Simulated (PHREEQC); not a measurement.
Dissolve 0.048 mol HF, 0.032 mol H2SiF6 and 0.0014 mol HBF4 per kg of water at 25 °C. Closed to the air; pH follows from the charge balance.

Equilibrium calculation in PHREEQC: ion-association model, wateq4f.dat.

**Question.** The ionic strength comes out as 0.0981 mol/kgw. What activity coefficients do HF2-, F-, BF4-, SiF6-2, BF3OH- get?

**Answer.** HF2- 0.76, F- 0.76, BF4- 0.75, SiF6-2 0.38, BF3OH- 0.75.

No solid was allowed to form. Complexes and solids missing from the database can't appear. SiF6-2 is the database's only silicon fluoride. Real BF4- forms and hydrolyses slowly; the run takes it at equilibrium.
